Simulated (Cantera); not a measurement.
What does this Cantera script print?

```python
import numpy as np
import cantera as ct

gas = ct.Solution("gri30.yaml")
gas.TPX = 1373, 12000, {'C2H6': 1, 'N2': 34}
inlet = ct.Reservoir(gas, clone=True)

reactor = ct.IdealGasConstPressureReactor(gas, energy="off", clone=False)
exhaust = ct.Reservoir(gas, clone=True)
tau = [0.89, 0.42, 0.2, 0.097, 0.046, 0.022, 0.011, 0.005, 0.0024][0]
for a, b in ((inlet, reactor), (reactor, exhaust)):
    ct.MassFlowController(a, b, mdot=lambda t: reactor.mass / tau)
net = ct.ReactorNet([reactor])
show = ['C2H6', 'HCN', 'C2H2', 'C2H', 'H2', 'H', 'CH4']

rows = []
print(f"{'tau/s':>10s}{'T/K':>9s}" + "".join(f"{s:>11s}" for s in show))
for tau in [0.89, 0.42, 0.2, 0.097, 0.046, 0.022, 0.011, 0.005, 0.0024]:
    net.initial_time = 0.0
    net.advance(30 * tau)
    before = gas.X
    net.advance(40 * tau)
    drift = np.max(np.abs(gas.X - before) / (gas.X + 1e-9))
    rows.append([gas.T, *gas[show].X, drift])
    print(f"{tau:10.3e}{gas.T:9.1f}" + "".join(f"{x:11.3e}" for x in gas[show].X))
```

Output:

```
     tau/s      T/K       C2H6        HCN       C2H2        C2H         H2          H        CH4
 8.900e-01   1373.0  2.177e-04  4.902e-08  2.270e-02  7.800e-09  4.384e-02  1.893e-05  5.846e-03
 4.200e-01   1373.0  3.910e-04  4.604e-08  2.153e-02  9.092e-09  4.211e-02  2.236e-05  6.255e-03
 2.000e-01   1373.0  7.090e-04  4.250e-08  1.974e-02  1.018e-08  3.966e-02  2.570e-05  6.651e-03
 9.700e-02   1373.0  1.286e-03  3.895e-08  1.718e-02  1.077e-08  3.634e-02  2.863e-05  6.905e-03
 4.600e-02   1373.0  2.412e-03  3.542e-08  1.357e-02  1.046e-08  3.177e-02  3.081e-05  6.835e-03
 2.200e-02   1373.0  4.512e-03  3.180e-08  9.277e-03  8.866e-09  2.615e-02  3.142e-05  6.195e-03
 1.100e-02   1373.0  7.948e-03  2.769e-08  5.316e-03  6.321e-09  2.013e-02  3.009e-05  4.953e-03
 5.000e-03   1373.0  1.374e-02  2.223e-08  2.059e-03  3.330e-09  1.310e-02  2.665e-05  3.080e-03
 2.400e-03   1373.0  1.956e-02  1.714e-08  6.109e-04  1.475e-09  7.477e-03  2.275e-05  1.581e-03
```

Model: GRI-Mech 3.0 (53 species, 325 reactions), integrated in Cantera. GRI-Mech 3.0 stops at C3 and has no aromatics, soot or wall deposition, so with more carbon than oxygen in the feed, carbon stays in small species such as C2H2 where larger ones or solid carbon would form.
